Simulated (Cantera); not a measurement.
A Cantera script and what it prints.

```python
import numpy as np
import cantera as ct

gas_names = """
    H H2 N NH NH2 NH3 N2 N2H2 N2H4 Si SiH SiH2 SiH3 SiH4 SiN Si2 Si2N Si3
""".split()
cond_names = """
    Si(cr) Si(L) Si3N4(a)
""".split()


# ... load() reads the species with a 1 bar reference pressure and builds the phases ...
atoms = {
    'SiH4': {'Si': 1, 'H': 4},
    'N2': {'N': 2},
}
top_T = {'Si3N4(a)': 2400}  # K; cautious upper limits of use, not melting points


# ... equilibrate(T, P, feed) seeds the gas with the atoms and calls Mixture.equilibrate('TP', solver="vcs", rtol=1e-11, max_steps=5000) ...
results = []
T = 1075  # K
P = 10000  # Pa
for m in [0.83, 1.3, 2.1, 3.4, 5.5, 8.9, 14, 23]:
    feed = {'SiH4': 1, 'N2': m}  # mol
    mix = equilibrate(T, P, feed)
    results.append((T, P, feed, dict(zip(mix.species_names, mix.species_moles))))

top = {s: max(r[3][s] / sum(r[3][g] for g in gas_names) for r in results) for s in gas_names}
cols = sorted((s for s in top if top[s] > 0.001), key=lambda s: -top[s])[:5]
seen = [c for c in cond_names if any(r[3].get(c, 0) > 1e-12 for r in results)]
print("log10 of partial pressures in bar; condensed amounts in mol")
print(f"{'n(N2)':>10s}" + "".join(f"{s[:9]:>10s}" for s in cols + seen))
for T, P, feed, n in results:
    ng = sum(n[g] for g in gas_names)
    print(f"{feed['N2']:10.4g}" + "".join(f"{np.log10(max(n[s] / ng * P / 1e5, 1e-99)):10.3f}" for s in cols)
          + "".join(f"{n.get(c, 0):10.4g}" for c in seen))
```

Output:

```
log10 of partial pressures in bar; condensed amounts in mol
     n(N2)        H2        N2  Si3N4(a)
      0.83    -1.034    -2.122    0.3333
       1.3    -1.119    -1.619    0.3333
       2.1    -1.235    -1.379    0.3333
       3.4    -1.374    -1.238    0.3333
       5.5    -1.534    -1.150    0.3333
       8.9    -1.709    -1.094    0.3333
        14    -1.885    -1.061    0.3333
        23    -2.085    -1.037    0.3333
```

Equilibrium computed with Cantera from the NASA thermochemical tables; the gas is ideal and each condensed phase is pure. N2 is the only nitrogen source here; it is nearly inert below about 1500 K, so the nitride shown seldom forms there in practice.
